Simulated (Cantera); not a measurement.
An adiabatic, constant-volume homogeneous reactor starts with H₂ : O₂ : N₂ = 1 : 0.238 : 2.86 (molar parts), at 1798 K and 2.57 atm.

Model: the H2/O2 subset of GRI-Mech 3.0, which has no nitrogen chemistry, integrated in Cantera. The hydrogen kinetics of GRI-Mech 3.0 are dated; newer H2 mechanisms differ, most at raised pressure.

Problem. Predict: time of steepest temperature rise; temperature at 8.00 s; equilibrium temperature; x(H₂) at 8.00 s; x(O₂) at 8.00 s; x(H₂O) at 8.00 s; x(HO₂) at 8.00 s; x(H) at 8.00 s.

Solution. 
| Item | Result |
|---|---|
| time of steepest temperature rise | 4.75 µs |
| temperature at 8.00 s | 2698 K |
| equilibrium temperature | 2698 K |
| x(H₂) at 8.00 s | 0.131 (gas-phase equilibrium 0.131) |
| x(O₂) at 8.00 s | 4.78e-5 (gas-phase equilibrium 4.78e-5) |
| x(H₂O) at 8.00 s | 0.120 (gas-phase equilibrium 0.120) |
| x(HO₂) at 8.00 s | 6.47e-8 (gas-phase equilibrium 6.47e-8) |
| x(H) at 8.00 s | 0.0107 (gas-phase equilibrium 0.0107) |
